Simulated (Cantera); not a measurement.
Equilibrium for iron carbonyl, mercury and lead vapours: PbO + CO + H₂

A closed system holds: 1 mol PbO, 1.8 mol CO, 0.21 mol H₂, equilibrated at 99.0 Pa.

These are equilibrium values from Cantera (NASA tables, ideal gas, pure condensed phases), not measurements of a reactor. Candidate condensed phases: C, C₆H₆, C₇H₈, C₈H₁₈, H₂O, Pb, PbO, PbO₂, Pb₃O₄; 113 gas species. Equilibrium is a limit: real reactors are often held back by kinetics, nucleation or transport.

```
T (°C)  x CO₂   x CO      x Pb    x H₂   x H₂O     x PbO  n Pb(l)
------  -----  -----  --------  ------  ------  --------  -------
550     0.473  0.423  0.000136  0.0798  0.0247  5.02e-12    1.000
625     0.464  0.431   0.00131  0.0713  0.0330  3.18e-10    0.997
700     0.453  0.435   0.00884  0.0630  0.0406   1.05e-8    0.982
775     0.429  0.426    0.0451  0.0539  0.0458   2.08e-7    0.905
850     0.362  0.369     0.185  0.0411  0.0441   2.75e-6    0.545
925     0.293  0.305     0.332  0.0302  0.0395   1.37e-5        0
1000    0.290  0.308     0.332  0.0273  0.0425   3.38e-5        0
1075    0.287  0.311     0.332  0.0248  0.0449   7.52e-5        0
1150    0.285  0.313     0.332  0.0228  0.0470  0.000153        0
1225    0.283  0.315     0.332  0.0210  0.0487  0.000291        0
```
x: gas mole fraction; n: condensed amount in mol.

From 550 °C to 850 °C the condensed part is Pb(l). From 925 °C to 1225 °C nothing is condensed. The main Pb-bearing gas is Pb throughout.
